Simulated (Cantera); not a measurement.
An adiabatic, constant-pressure homogeneous reactor starts with CH4 : H2 : O2 : N2 : H2O = 1 : 0.78 : 1.59 : 5.99 : 0.54 (molar parts), at 1175 K and 293 Torr.

Cantera simulation using GRI-Mech 3.0 (53 species, 325 reactions); the numbers are that mechanism's predictions, not measurements.

**Question.** Predict: time of steepest temperature rise; temperature at 3.00 s; equilibrium temperature; x(H2) at 3.00 s; x(O2) at 3.00 s; x(HO2) at 3.00 s; x(CO) at 3.00 s.

**Answer.** 
| Property | Result |
|---|---|
| time of steepest temperature rise | 5.09 ms |
| temperature at 3.00 s | 2470 K |
| equilibrium temperature | 2470 K |
| x(H2) at 3.00 s | 0.0862 (gas-phase equilibrium 0.0862) |
| x(O2) at 3.00 s | 0.000468 (gas-phase equilibrium 0.000468) |
| x(HO2) at 3.00 s | 1.61e-7 (gas-phase equilibrium 1.61e-7) |
| x(CO) at 3.00 s | 0.0673 (gas-phase equilibrium 0.0673) |
